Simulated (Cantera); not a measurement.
# Equilibrium for abatement and gas-phase synthesis: S + SO2 + O2

Feed: 1 mol S, 0.068 mol SO2, 3.8 mol O2, at 0.100 bar.

Equilibrium computed with Cantera from the NASA thermochemical tables; the gas is ideal and each condensed phase is pure. Candidate condensed phases: S; 10 gas species. Equilibrium is a limit: real reactors are often held back by kinetics, nucleation or transport.

```tsv
T (K)	log p O2	log p SO2	log p O	log p SO3	log p SO
1023	-1.15	-1.68	-10.08	-2.11	-12.47
1223	-1.14	-1.58	-7.96	-2.82	-9.85
1423	-1.14	-1.56	-6.44	-3.38	-8.02
1623	-1.14	-1.56	-5.29	-3.81	-6.65
1823	-1.14	-1.56	-4.39	-4.14	-5.58
2023	-1.14	-1.56	-3.67	-4.41	-4.73
2223	-1.14	-1.56	-3.08	-4.63	-4.03
2423	-1.15	-1.57	-2.59	-4.82	-3.45
2623	-1.18	-1.59	-2.18	-5.01	-2.97
2823	-1.22	-1.65	-1.84	-5.21	-2.57
```
log p: log10 of the partial pressure in bar; nothing condenses.

From 1023 K to 2823 K nothing is condensed.
